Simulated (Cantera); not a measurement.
Feed: 1 mol Si₃N₄, 0.037 mol CO₂, 550 mol H₂, held at 1775 °C and 4.70e-6 bar.

These are equilibrium values from Cantera (NASA tables, ideal gas, pure condensed phases), not measurements of a reactor. Candidate condensed phases: C, C₆H₆, C₇H₈, C₈H₁₈, H₂O, Si, SiC, SiO₂, Si₂N₂O, Si₃N₄; 151 gas species. Kinetics and transport are ignored.

Base state: H 0.626, H₂ 0.368, Si 0.00366, N₂ 0.00248, SiO 4.58e-5, CO 4.58e-5 (mole fractions); condensed: gas only.

Question: What changes in the equilibrium state with this change: Si₃N₄ replaced by SiC?

Answer: 
```csv
species,before,after
H,0.626,0.628
H₂,0.368,0.370
Si,0.00366,0.00118
N₂,0.00248,0
C₂H₂ (acetylene),<1e-9,0.000388
SiC₂,<1e-9,6.09e-5
"C(graphite), mol",0,0.156
```
